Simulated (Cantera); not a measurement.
An isothermal, constant-pressure homogeneous reactor starts with CH4 : N2 = 1 : 11 (molar parts), at 1750 K and 10.00 Torr. Integrator tolerance rtol = 1e-08.

Cantera simulation using GRI-Mech 3.0 (53 species, 325 reactions); the numbers are that mechanism's predictions, not measurements. GRI-Mech 3.0 stops at C3 and has no aromatics, soot or wall deposition, so with more carbon than oxygen in the feed, carbon stays in small species such as C2H2 where larger ones or solid carbon would form. Radical loss at walls, strong at low pressure, is not modelled.

| quantity | before | after |
|---|---|---|
| x(CH4) at 200 s | 5.48e-6 (gas-phase equilibrium 4.53e-6) | 1.15e-5 (gas-phase equilibrium 7.06e-6) |
| x(CH3) at 200 s | 6.63e-7 (gas-phase equilibrium 5.48e-7) | 8.69e-7 (gas-phase equilibrium 5.32e-7) |
| x(C2H2) at 200 s | 0.0384 (gas-phase equilibrium 0.0106) | 0.0384 (gas-phase equilibrium 0.0110) |
| x(C2H4) at 200 s | 1.95e-6 (gas-phase equilibrium 5.40e-7) | 2.90e-6 (gas-phase equilibrium 8.32e-7) |
| x(HCN) at 200 s | 7.10e-5 (gas-phase equilibrium 0.0556) | 3.69e-5 (gas-phase equilibrium 0.0548) |
| x(CH2) at 200 s | 4.28e-9 (gas-phase equilibrium 3.54e-9) | 3.33e-9 (gas-phase equilibrium 2.04e-9) |
| x(H2) at 200 s | 0.115 (gas-phase equilibrium 0.115) | 0.115 (gas-phase equilibrium 0.115) |

Question: Name the change that produced these shifts.
(A) temperature 1750 to 1698 K
(B) pressure from 10.00 Torr to 0.420 Torr
(C) N2 11 to 54 parts
(D) pressure from 10.00 Torr to 20.0 Torr

Answer: A, temperature 1750 to 1698 K
